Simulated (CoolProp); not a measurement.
Oxygen at 860.77 K and 0.827 MPa is compressed adiabatically to 4.13 MPa with isentropic efficiency 0.7. Each further row changes one setting.

The numbers come from the reference Helmholtz-energy equation of state, Schmidt 1985 in CoolProp.

```
case             work (kJ/kg)  final temperature (K)  final density (kg/m³)
---------------  ------------  ---------------------  ---------------------
as stated                 630                 1428.2                   11.0
efficiency 1              441                 1261.1                   12.5
efficiency 0.65           678                 1470.7                   10.7
```

Above 300 K oxygen's equation is extrapolated.
